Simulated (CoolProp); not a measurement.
Vapour-liquid equilibrium of R143a (1) + R134a (2) at 199.4 K; x and y are mole fractions of (1).

The numbers come from the multi-fluid Helmholtz-energy mixture model, Lemmon and Jacobsen 2000 and Tillner-Roth 1994; pair parameters Lemmon 2004 in CoolProp.

| x | bubble pressure, mixture model (kPa) | bubble pressure, Raoult's law (kPa) | y, mixture model | y, Raoult's law |
|---|---|---|---|---|
| 0.05 | 6.885 | 6.915 | 0.167 | 0.171 |
| 0.125 | 8.184 | 8.241 | 0.354 | 0.360 |
| 0.2 | 9.498 | 9.567 | 0.491 | 0.496 |
| 0.275 | 10.82 | 10.89 | 0.595 | 0.599 |
| 0.35 | 12.16 | 12.22 | 0.676 | 0.679 |
| 0.425 | 13.49 | 13.54 | 0.742 | 0.744 |
| 0.5 | 14.83 | 14.87 | 0.796 | 0.797 |
| 0.575 | 16.16 | 16.20 | 0.840 | 0.842 |
| 0.65 | 17.49 | 17.52 | 0.878 | 0.880 |
| 0.725 | 18.82 | 18.85 | 0.911 | 0.912 |
| 0.8 | 20.15 | 20.17 | 0.939 | 0.940 |
| 0.875 | 21.48 | 21.50 | 0.964 | 0.965 |
| 0.95 | 22.82 | 22.83 | 0.986 | 0.987 |

The largest gap from Raoult's law is -0.7 % in bubble pressure, at x = 0.2. No azeotrope shows between x = 0.05 and 0.95.

Pair parameters are fitted to limited data, so mixtures are less certain than the pure fluids.
